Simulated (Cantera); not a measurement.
A closed system holds: 1 mol SF6, 2.8 mol O2, 35 mol N2, held at 10000 Pa.

Cantera equilibrium calculation (NASA polynomials, part measured and part estimated; ideal gas, pure solids and liquids). Candidate condensed phases: S; 35 gas species. The tables' values for SOF2, SF3 are old estimates; treat these amounts as uncertain. Equilibrium is a limit: real reactors are often held back by kinetics, nucleation or transport.

x: gas mole fraction; nothing condenses.

| T (K) | x N2 | x F | x O | x O2 | x SO2 | x NO | x SO |
|---|---|---|---|---|---|---|---|
| 1748 | 0.814 | 0.118 | 4.84e-5 | 0.0435 | 0.0126 | 0.00160 | 2.08e-6 |
| 1898 | 0.800 | 0.134 | 0.000187 | 0.0405 | 0.0213 | 0.00252 | 1.87e-5 |
| 2048 | 0.797 | 0.137 | 0.000599 | 0.0391 | 0.0225 | 0.00378 | 8.18e-5 |
| 2198 | 0.796 | 0.137 | 0.00164 | 0.0377 | 0.0225 | 0.00535 | 0.000278 |
| 2348 | 0.794 | 0.137 | 0.00391 | 0.0359 | 0.0219 | 0.00718 | 0.000798 |
| 2498 | 0.790 | 0.136 | 0.00827 | 0.0332 | 0.0207 | 0.00913 | 0.00197 |
| 2648 | 0.785 | 0.136 | 0.0157 | 0.0297 | 0.0182 | 0.0110 | 0.00418 |
| 2798 | 0.778 | 0.134 | 0.0270 | 0.0251 | 0.0141 | 0.0126 | 0.00736 |
| 2948 | 0.769 | 0.133 | ___ | ___ | ___ | 0.0136 | ___ |
| 3098 | 0.759 | 0.131 | ___ | ___ | ___ | 0.0137 | ___ |
| 3248 | 0.750 | 0.130 | 0.0759 | 0.00933 | 0.00190 | 0.0130 | 0.00977 |

Q: Fill in the missing entries.

A: 
- 2948, x O: 0.0421
- 2948, x O2: 0.0199
- 2948, x SO2: 0.00918
- 2948, x SO: 0.0104
- 3098, x O: 0.0593
- 3098, x O2: 0.0143
- 3098, x SO2: 0.00472
- 3098, x SO: 0.0114
